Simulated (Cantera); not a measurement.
Charge: 1 mol Si, 0.89 mol Cl2, 9.2 mol H2, equilibrated at 873.15 K and 0.110 bar.

Method: chemical equilibrium by Gibbs-energy minimisation in Cantera with the NASA 1993 tables (ideal gas, pure condensed phases). Candidate condensed phases: Si; 19 gas species. The tables' values for SiCl3 are old estimates; treat these amounts as uncertain. The numbers say what is thermodynamically allowed, not how fast it happens.

Base state: H2 0.946, SiCl4 0.0334, SiHCl3 0.0150, HCl 0.00452, SiH2Cl2 0.000616, SiCl3 0.000125, SiCl2 2.73e-5 (mole fractions); condensed: Si(s).

Q: What changes in the equilibrium state with this change: Cl2 from 0.89 to 1.9 mol?

A: 
| species | before | after |
|---|---|---|
| H2 | 0.946 | 0.895 |
| SiCl4 | 0.0334 | 0.0740 |
| SiHCl3 | 0.0150 | 0.0240 |
| SiCl3 | 0.000125 | 0.000205 |
| HCl | 0.00452 | 0.00592 |
| Si(s), mol | 0.526 | 0 |
